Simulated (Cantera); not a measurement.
## Premixed flame

A freely propagating, adiabatic, planar premixed flame of 50.2 % H2, 10.4 % O2, 39.3 % N2, unburnt at 400 K and 0.560 bar; mixture-averaged transport, grid criteria slope 0.08 and curve 0.16, no radiation.

Computed with Cantera and the H2/O2 subset of GRI-Mech 3.0, which has no nitrogen chemistry. Burning velocities carry a grid error of a few per cent, more on coarse grids.

| z (mm) | T (K) | u (m/s) | x H2 | x O2 | x HO2 | x H2O2 | x H | x H2O |
|---|---|---|---|---|---|---|---|---|
| -2.53 | 400 | 4.14 | 0.502 | 0.104 | <1e-8 | <1e-8 | <1e-8 | <1e-8 |
| -1.69 | 400 | 4.14 | 0.502 | 0.104 | <1e-8 | <1e-8 | <1e-8 | <1e-8 |
| -1.27 | 400 | 4.14 | 0.502 | 0.104 | <1e-8 | <1e-8 | <1e-8 | <1e-8 |
| -0.845 | 400 | 4.14 | 0.502 | 0.104 | 1.03e-7 | <1e-8 | <1e-8 | 1.30e-7 |
| -0.422 | 426 | 4.38 | 0.498 | 0.105 | 0.000189 | 9.60e-6 | 6.87e-5 | 0.000713 |
| -0.211 | 692 | 6.93 | 0.466 | 0.0979 | 0.000127 | 2.58e-5 | 0.00677 | 0.0222 |
| 0 | 1079 | 10.5 | 0.383 | 0.0676 | 4.56e-5 | 1.09e-6 | 0.0397 | 0.0908 |
| 0.211 | 1335 | 12.9 | 0.301 | 0.0203 | 1.26e-5 | 3.70e-7 | 0.0735 | 0.182 |
| 0.422 | 1445 | 14.0 | 0.279 | 0.00358 | 2.12e-6 | 1.91e-7 | 0.0797 | 0.215 |
| 0.845 | 1542 | 14.8 | 0.281 | 0.000268 | 1.53e-7 | 1.43e-7 | 0.0709 | 0.222 |
| 1.69 | 1642 | 15.7 | 0.290 | 0.000111 | 6.47e-8 | 1.06e-7 | 0.0571 | 0.224 |
| 3.38 | 1743 | 16.5 | 0.299 | 7.07e-5 | 4.23e-8 | 6.33e-8 | 0.0426 | 0.226 |
| 6.76 | 1828 | 17.2 | 0.307 | 3.85e-5 | 2.50e-8 | 3.31e-8 | 0.0299 | 0.228 |
x: mole fraction of selected species; z is measured from the peak of heat release.

```
Quantity                    Result
------------------------  --------
laminar burning velocity  414 cm/s
thermal thickness         0.845 mm
peak x(HO2)               0.000259
peak x(H2O2)               3.34e-5
peak x(H)                   0.0799
grid points                    129
```
